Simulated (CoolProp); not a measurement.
Vapour-liquid equilibrium of propane (1) + R227EA (2) at -0.45 °C; x and y are mole fractions of (1).

Computed with CoolProp (multi-fluid Helmholtz-energy mixture model, Lemmon 2009 and Lemmon 2016; pair parameters Bell 2016).

Q: Give the bubble pressure and the first vapour's composition at x = 0.05, 0.8, 0.95. Is there an azeotrope?

A: x = 0.05: 2.486 bar, y = 0.248; x = 0.8: 4.964 bar, y = 0.806; x = 0.95: 4.835 bar, y = 0.927. y crosses x between x = 0.8 and 0.95: the model has an azeotrope there.

Pair parameters are fitted to limited data, so mixtures are less certain than the pure fluids. With so large a gap from Raoult's law the liquid may split in two, which this calculation doesn't test in full.
